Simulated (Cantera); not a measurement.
Charge: 1 mol Ti(OiPr)4, a varied amount of H2O, at 1.00 bar.

These are equilibrium values from Cantera (NASA tables, ideal gas, pure condensed phases), not measurements of a reactor. Candidate condensed phases: C, C6H6, C7H8, C8H18, H2O, Ti, TiC, TiO, TiO2, Ti2O3, Ti3O5, Ti4O7; 113 gas species. The feed counts by its element totals alone. Mutual solubility and eutectic melting of coexisting phases are not modelled. TiC: taken at fixed stoichiometry. Condensed phases not in the tables: Magnéli phases beyond Ti4O7. Gases not in the tables: TiO(OH)2. The numbers say what is thermodynamically allowed, not how fast it happens.

Stable condensed phases, one row left out:

```
T in K \ n(H2O) in mol
         0.34 0.59    1  1.8    3  5.3  9.1   16
   1975     A    A    A    A    A    A    B    C
   1900     A    A    A    A    A    A    B    D
   1825     A    A    A    A    A    A    B    D
   1750     A    A    A    A    A    A    B    D
   1675     A    A    A    A    A    A    B    D
   1600     A    A    A    A    A    A    B    D
   1525     A    A    A    A    A    A    E    D
   1375     F    F    F    F    F    F    G    D
   1300     G    G    G    G    G    G    G    D
   1225     H    H    H    H    H    H    H    D
   1150     H    H    H    H    H    H    H    D
   1075     H    H    H    H    H    H    H    D
   1000     H    H    H    H    H    H    H    D
```

A: C + TiC; B: TiC + Ti2O3; C: Ti4O7; D: TiO2; E: TiC + Ti3O5; F: C + Ti3O5; G: C + Ti4O7; H: C + TiO2.

Give the row for 1450 K.

0.34: C + Ti3O5; 0.59: C + Ti3O5; 1: C + Ti3O5; 1.8: C + Ti3O5; 3: C + Ti3O5; 5.3: C + Ti3O5; 9.1: C + Ti3O5; 16: TiO2.
